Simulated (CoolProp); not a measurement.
A single-stage vapour-compression cycle with ethane: evaporating at 213.15 K (dew point), condensing at 263.15 K (bubble point), superheat 5 K, subcooling 2 K, compressor efficiency 0.65, no pressure losses. Each further row changes one setting.

Values from CoolProp's reference Helmholtz-energy equation of state, Bücker 2006.

| case | cooling COP | pressure ratio | discharge temperature (K) | refrigerating effect (kJ/kg) | volumetric capacity (kJ/m³) |
|---|---|---|---|---|---|
| as stated | 2.08 | 4.91 | 322.9 | 319 | 2180 |
| evaporating temperature 218.15 K | 2.42 | 4.05 | 315.8 | 324 | 2650 |
| condensing temperature 258.15 K | 2.40 | 4.30 | 313.9 | 335 | 2280 |
| subcooling 7 K | 2.18 | 4.91 | 322.9 | 335 | 2280 |
| superheat 15 K | 2.07 | 4.91 | 335.0 | 335 | 2160 |
| compressor efficiency 0.55 | 1.76 | 4.91 | 336.3 | 319 | 2180 |
